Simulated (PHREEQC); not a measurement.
Dissolve 1 mmol/kgw NH4Cl, 170 mmol/kgw KOH and 4.6 mmol/kgw LiCl at 25 °C. Closed to the air; pH follows from the charge balance.

All values are PHREEQC results (ion-association model, phreeqc.dat), not measurements.

```
Item                          Value
--------------------  -------------
pH                            13.08
ionic strength        0.175 mol/kgw
activity of water             0.994
specific conductance    37200 µS/cm
density                 1.006 g/cm³
total alkalinity         170 meq/kg
```

| species | molality | activity | log γ |
|---|---|---|---|
| K+ | 0.170 | 0.123 | -0.141 |
| OH- | 0.169 | 0.121 | -0.144 |
| Cl- | 0.00560 | 0.00406 | -0.139 |
| Li+ | 0.00460 | 0.00351 | -0.117 |
| NH3 | 0.001000 | 0.00104 | 0.017 |
| NH4+ | 2.18e-7 | 1.52e-7 | -0.159 |

This is a speciation only: nothing precipitates in the calculation.
